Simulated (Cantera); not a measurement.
A Cantera script and its output.

```python
import numpy as np
import cantera as ct

gas = ct.Solution("SiF4_NH3_mec.yaml", "gas")
gas.TPX = 1975, 29000, {'NH3': 1, 'H2': 0.13}
reactor = ct.IdealGasConstPressureReactor(gas, energy="off", clone=False)
net = ct.ReactorNet([reactor])
net.rtol, net.atol = 1e-08, 1e-18
show = ['NH3', 'H2', 'H', 'N2', 'N2H2', 'N']
times = np.geomspace(2e-06, 3, 14)

steps = ct.SolutionArray(gas, extra=["t"])
rows = []
print(f"{'t/s':>10s}{'T/K':>9s}{'P/Pa':>11s}" + "".join(f"{s:>11s}" for s in show))
for t in times:
    while net.time < t:
        t_next = net.step()
        steps.append(gas.state, t=t_next)
    rows.append([np.interp(t, steps.t, y) for y in (steps.T, steps.P, *steps(*show).X.T)])
    print(f"{t:10.3e}{rows[-1][0]:9.1f}{rows[-1][1]:11.4g}" + "".join(f"{x:11.3e}" for x in rows[-1][2:]))
rate = np.gradient(steps.T, steps.t)
print("integrator steps:", len(steps.t))
if steps.T.max() > steps.T[0] + 200:
    print(f"time of steepest temperature rise: {steps.t[rate.argmax()]:.4e} s")
gas.TPX = 1975, 29000, {'NH3': 1, 'H2': 0.13}
gas.equilibrate("TP")
print(f"equilibrium (TP): T = {gas.T:.1f} K  " + "  ".join(f"{s} {gas[s].X[0]:.3e}" for s in show))
```

It prints:

```
       t/s      T/K       P/Pa        NH3         H2          H         N2       N2H2          N
 2.000e-06   1975.0    2.9e+04  8.849e-01  1.150e-01  6.788e-07  1.714e-14  2.888e-11  1.141e-14
 5.972e-06   1975.0    2.9e+04  8.849e-01  1.151e-01  1.386e-06  4.416e-12  6.704e-10  8.769e-13
 1.783e-05   1975.0    2.9e+04  8.849e-01  1.151e-01  3.495e-06  9.692e-10  1.130e-08  6.755e-11
 5.325e-05   1975.0    2.9e+04  8.846e-01  1.151e-01  9.739e-06  1.784e-07  1.471e-07  3.108e-09
 1.590e-04   1975.0    2.9e+04  8.840e-01  1.154e-01  2.682e-05  1.836e-05  1.622e-06  6.392e-08
 4.747e-04   1975.0    2.9e+04  8.817e-01  1.168e-01  4.839e-05  4.460e-04  6.317e-06  2.772e-07
 1.418e-03   1975.0    2.9e+04  8.740e-01  1.224e-01  5.273e-05  2.460e-03  6.815e-06  3.128e-07
 4.233e-03   1975.0    2.9e+04  8.517e-01  1.388e-01  5.988e-05  8.391e-03  6.505e-06  3.370e-07
 1.264e-02   1975.0    2.9e+04  7.897e-01  1.843e-01  8.038e-05  2.485e-02  5.706e-06  3.924e-07
 3.774e-02   1975.0    2.9e+04  6.391e-01  2.951e-01  1.358e-04  6.487e-02  4.064e-06  4.845e-07
 1.127e-01   1975.0    2.9e+04  3.705e-01  4.924e-01  2.700e-04  1.362e-01  1.894e-06  5.864e-07
 3.365e-01   1975.0    2.9e+04  1.044e-01  6.879e-01  5.742e-04  2.069e-01  4.026e-07  6.552e-07
 1.005e+00   1975.0    2.9e+04  5.496e-03  7.598e-01  1.596e-03  2.331e-01  1.279e-08  5.774e-07
 3.000e+00   1975.0    2.9e+04  2.635e-04  7.631e-01  2.227e-03  2.344e-01  7.104e-11  7.485e-08
integrator steps: 1424
equilibrium (TP): T = 1975.0 K  NH3 1.955e-06  H2 7.633e-01  H 2.235e-03  N2 2.345e-01  N2H2 1.319e-13  N 5.606e-10
```

Detailed kinetics in Cantera: the gas-phase N/H chemistry of the illustrative SiF4/NH3 mechanism in the Surface Chemkin manual (1991). Walls and surfaces, which speed up NH3 decomposition in real reactors, are not modelled.
